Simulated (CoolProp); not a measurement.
Model: reference Helmholtz-energy equation of state, Lemmon 2006, in CoolProp. It is a short technical equation, of lower accuracy than the large ones.

### Question
For carbon monoxide, give the phase and the Z, cv (kJ/(kg K)), speed of sound (m/s), Joule-Thomson coefficient (K/MPa) at -88.45 °C and 1.43 MPa.

### Answer
- -88.45 °C and 1.43 MPa: gas; Z 0.951, cv 0.756, speed of sound 273, Joule-Thomson coefficient 5.91
